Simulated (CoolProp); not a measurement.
Saturation properties of the fluoroketone C6F12O (FK-5-1-12) (Tc = 441.8 K, pc = 18.69 bar, ω = 0.471).

Values from CoolProp's reference Helmholtz-energy equation of state, McLinden 2015.

```tsv
T (K)	p (bar)	liquid density (kg/m³)	vapour Z
240.5	0.01653	1766	(withheld)
253.1	0.03901	1731	0.9941
265.7	0.08308	1696	0.9895
278.4	0.1631	1660	0.9827
291	0.2962	1624	(withheld)
303.6	0.5056	(withheld)	0.9606
316.3	0.8217	1546	0.9444
328.9	1.271	1505	0.9243
341.5	(withheld)	1461	0.8999
354.2	2.730	1415	0.8704
366.8	3.815	(withheld)	0.8357
379.5	5.213	1311	0.7944
392.1	6.954	1251	0.7460
404.7	9.106	1182	0.6878
```

Question: Complete the blanks.

Answer: 
- 240.5, vapour Z: 0.9970
- 291, vapour Z: 0.9732
- 303.6, liquid density (kg/m³): 1586
- 341.5, p (bar): 1.892
- 366.8, liquid density (kg/m³): 1365

It boils at 322.2 K under 1 atm.
